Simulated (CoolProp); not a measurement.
Properties of ethylene along the isobar 0.101 MPa.

Values from CoolProp's reference Helmholtz-energy equation of state, Smukala 2000.

```csv
T (K),phase,cv (kJ/(kg K)),Joule-Thomson coefficient (K/MPa),fugacity coefficient
193.6,gas,?,29.68,0.9789
208.2,gas,0.9914,24.76,0.9831
222.8,gas,1.019,20.94,0.9862
237.4,gas,1.053,17.91,0.9886
252,gas,?,?,0.9905
266.7,gas,1.134,13.43,0.9920
281.3,gas,1.179,11.77,0.9932
295.9,gas,1.226,10.37,0.9942
310.5,gas,?,9.185,0.9950
325.1,gas,1.326,8.179,0.9957
339.8,gas,1.378,7.311,0.9962
354.4,gas,1.431,?,0.9967
369,gas,?,5.924,0.9971
383.6,gas,1.535,5.363,0.9975
398.2,gas,1.587,4.872,0.9978
412.9,gas,?,4.437,0.9981
```

Q: Some entries are withheld; supply them.

A: 
- 193.6, cv (kJ/(kg K)): 0.9697
- 252, cv (kJ/(kg K)): 1.091
- 252, Joule-Thomson coefficient (K/MPa): 15.46
- 310.5, cv (kJ/(kg K)): 1.276
- 354.4, Joule-Thomson coefficient (K/MPa): 6.568
- 369, cv (kJ/(kg K)): 1.483
- 412.9, cv (kJ/(kg K)): 1.639
